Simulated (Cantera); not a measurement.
An isothermal, constant-pressure homogeneous reactor starts with 38.5 % CH₄, 61.5 % H₂O, at 1325 K and 10.0 bar.

Computed with Cantera and GRI-Mech 3.0 (53 species, 325 reactions).

x: mole fraction; the columns are a selection and need not sum to one.

| t (s) | x CH₄ | x H₂O | x CO | x CH₃ | x HO₂ |
|---|---|---|---|---|---|
| 2.00e-6 | 0.385 | 0.615 | <1e-12 | 6.73e-8 | <1e-12 |
| 1.38e-5 | 0.385 | 0.615 | <1e-12 | 4.64e-7 | <1e-12 |
| 9.46e-5 | 0.385 | 0.615 | <1e-12 | 2.79e-6 | <1e-12 |
| 0.000650 | 0.385 | 0.615 | 6.33e-11 | 4.78e-6 | <1e-12 |
| 0.00447 | 0.384 | 0.615 | [?] | 5.20e-6 | <1e-12 |
| 0.0308 | 0.383 | 0.615 | [?] | 6.86e-6 | <1e-12 |
| 0.211 | 0.375 | 0.613 | [?] | 7.50e-6 | <1e-12 |
| 1.45 | 0.329 | 0.595 | [?] | 6.87e-6 | <1e-12 |
| 10.0 | 0.279 | 0.561 | [?] | 8.56e-6 | <1e-12 |

### Question
Fill in the missing entries.

### Answer

- 0.00447, x CO: 6.37e-9
- 0.0308, x CO: 7.95e-7
- 0.211, x CO: 2.77e-5
- 1.45, x CO: 0.000501
- 10.0, x CO: 0.00402
